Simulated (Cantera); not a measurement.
A Cantera script and what it prints.

```python
import numpy as np
import cantera as ct

gas_names = """
    H H2 N NH NH2 NH3 N2 N2H2 N2H4 Si SiH SiH2 SiH3 SiH4 SiN Si2 Si2N Si3
""".split()
cond_names = """
    Si(cr) Si(L) Si3N4(a)
""".split()


def load(file, names, dense=False):
    # The tables refer to 1 bar. Condensed volumes are neglected.
    table = {s.name: s for s in ct.Species.list_from_file(file)}
    out = []
    for n in names:
        d = dict(table[n].input_data)
        d["thermo"] = dict(d["thermo"], **{"reference-pressure": 1e5})
        if dense:
            d["equation-of-state"] = {"model": "constant-volume", "density": "1e6 g/cm^3"}
        out.append(ct.Species.from_dict(d))
    return out


gas = ct.Solution(thermo="ideal-gas", species=load("nasa_gas.yaml", gas_names))
cond = {s.name: ct.Solution(thermo="fixed-stoichiometry", species=[s], name=s.name)
        for s in load("nasa_condensed.yaml", cond_names, dense=True)}
atoms = {
    'SiH4': {'Si': 1, 'H': 4},
    'N2': {'N': 2},
}
top_T = {'Si3N4(a)': 2400}  # K; cautious upper limits of use, not melting points


def equilibrate(T, P, feed):
    n = {}
    for name, mol in feed.items():
        for a, k in atoms[name].items():
            n[a] = n.get(a, 0.0) + k * mol
    gas.TPX = T, P, n
    mass = sum(n.values()) * gas.mean_molecular_weight
    gas.equilibrate("TP")
    valid = [c for c in cond.values() if c.min_temp <= T <= top_T.get(c.name, c.max_temp)]
    mix = ct.Mixture([(gas, mass / gas.mean_molecular_weight)] + [(c, 0.0) for c in valid])
    mix.T, mix.P = T, P
    mix.equilibrate("TP", solver="vcs", rtol=1e-11, max_steps=5000)
    return mix


results = []
feed = {'SiH4': 1, 'N2': 79}  # mol
P = 1333.22  # Pa
for T in [800, 900, 1000, 1100, 1200, 1300, 1400, 1500, 1600, 1700, 1800, 1900]:
    mix = equilibrate(T, P, feed)
    results.append((T, P, feed, dict(zip(mix.species_names, mix.species_moles))))
    x = sorted(zip(gas.X, gas.species_names), reverse=True)
    print(f"T = {T:g} K  P = {P:g} Pa  gas = {mix.phase_moles(0):.4g} mol")
    print("   x: " + "  ".join(f"{s} {v:.3e}" for v, s in x if v > 0.0001))
    print("   condensed (mol): " + ("  ".join(f"{mix.phase(i).name} {mix.phase_moles(i):.4g}"
          for i in range(1, mix.n_phases) if mix.phase_moles(i) > 1e-12) or "none"))
```

Output:

```
T = 800 K  P = 1333.22 Pa  gas = 80.33 mol
   x: N2 9.751e-01  H2 2.490e-02
   condensed (mol): Si3N4(a) 0.3333
T = 900 K  P = 1333.22 Pa  gas = 80.33 mol
   x: N2 9.751e-01  H2 2.490e-02
   condensed (mol): Si3N4(a) 0.3333
T = 1000 K  P = 1333.22 Pa  gas = 80.33 mol
   x: N2 9.751e-01  H2 2.490e-02
   condensed (mol): Si3N4(a) 0.3333
T = 1100 K  P = 1333.22 Pa  gas = 80.33 mol
   x: N2 9.751e-01  H2 2.490e-02
   condensed (mol): Si3N4(a) 0.3333
T = 1200 K  P = 1333.22 Pa  gas = 80.33 mol
   x: N2 9.751e-01  H2 2.490e-02
   condensed (mol): Si3N4(a) 0.3333
T = 1300 K  P = 1333.22 Pa  gas = 80.33 mol
   x: N2 9.751e-01  H2 2.490e-02
   condensed (mol): Si3N4(a) 0.3333
T = 1400 K  P = 1333.22 Pa  gas = 80.33 mol
   x: N2 9.751e-01  H2 2.489e-02
   condensed (mol): Si3N4(a) 0.3333
T = 1500 K  P = 1333.22 Pa  gas = 80.33 mol
   x: N2 9.751e-01  H2 2.488e-02
   condensed (mol): Si3N4(a) 0.3333
T = 1600 K  P = 1333.22 Pa  gas = 80.34 mol
   x: N2 9.751e-01  H2 2.486e-02
   condensed (mol): Si3N4(a) 0.3333
T = 1700 K  P = 1333.22 Pa  gas = 80.34 mol
   x: N2 9.750e-01  H2 2.479e-02  H 2.009e-04
   condensed (mol): Si3N4(a) 0.3329
T = 1800 K  P = 1333.22 Pa  gas = 80.38 mol
   x: N2 9.747e-01  H2 2.464e-02  H 4.867e-04  Si 1.838e-04
   condensed (mol): Si3N4(a) 0.3274
T = 1900 K  P = 1333.22 Pa  gas = 81.12 mol
   x: N2 9.738e-01  H2 2.411e-02  H 1.067e-03  Si 9.458e-04
   condensed (mol): Si(L) 0.9089
```

Cantera equilibrium calculation (NASA polynomials, part measured and part estimated; ideal gas, pure solids and liquids). N2 is the only nitrogen source here; it is nearly inert below about 1500 K, so the nitride shown seldom forms there in practice. The tables' values for SiN are old estimates; treat these amounts as uncertain.
